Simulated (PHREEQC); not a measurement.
Make-up at 20 °C: 87 mmol/kgw Cs2CO3. Closed to the air; pH follows from the charge balance.

Model: ion-association model, wateq4f.dat, run in PHREEQC.

No solid was allowed to form.

### Question
Predict the pH.

### Answer
pH 11.45.

### Question
In which forms is C present?

### Answer
CO3-2 97 %, HCO3- 3.2 % of the C.
